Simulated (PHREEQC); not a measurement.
Alkaline etch or developer: an equilibrium model

Consider water at 25 °C with 0.0012 mol/kgw NH3, 8.8e-05 mol/kgw H4SiO4 and 0.005 mol/kgw (CH3)4NCl. Closed to the air; pH follows from the charge balance.

Model: ion-association model, phreeqc.dat, run in PHREEQC.

Each row changes one thing in this solution. No solid was allowed to form.

```json
[
 {"case": "as made", "pH": "10.04", "ionic strength (mol/kgw)": "0.00518"},
 {"case": "H4SiO4 from 8.8e-05 to 9.68e-05 mol/kgw", "pH": "10.03", "ionic strength (mol/kgw)": "0.00518"},
 {"case": "H4SiO4 left out", "pH": "10.13", "ionic strength (mol/kgw)": "(withheld)"},
 {"case": "H4SiO4 from 8.8e-05 to 7.92e-05 mol/kgw", "pH": "(withheld)", "ionic strength (mol/kgw)": "(withheld)"},
 {"case": "diluted 5-fold with water", "pH": "9.71", "ionic strength (mol/kgw)": "(withheld)"},
 {"case": "NH3 left out", "pH": "6.82", "ionic strength (mol/kgw)": "0.00500"},
 {"case": "diluted 10-fold with water", "pH": "9.55", "ionic strength (mol/kgw)": "0.000540"},
 {"case": "H4SiO4 from 8.8e-05 to 0.00088 mol/kgw", "pH": "(withheld)", "ionic strength (mol/kgw)": "0.00539"}
]
```

Task: What belongs in the gaps?

Result: 
- H4SiO4 left out, ionic strength (mol/kgw): 0.00515
- H4SiO4 from 8.8e-05 to 7.92e-05 mol/kgw, pH: 10.05
- H4SiO4 from 8.8e-05 to 7.92e-05 mol/kgw, ionic strength (mol/kgw): 0.00517
- diluted 5-fold with water, ionic strength (mol/kgw): 0.00106
- H4SiO4 from 8.8e-05 to 0.00088 mol/kgw, pH: 9.60

Some of these states are supersaturated (in Quartz (slow to form), Chalcedony (slow to form), for instance). (CH3)4N+ isn't in the database: it is added as a free cation with an ion size of 4 Å.
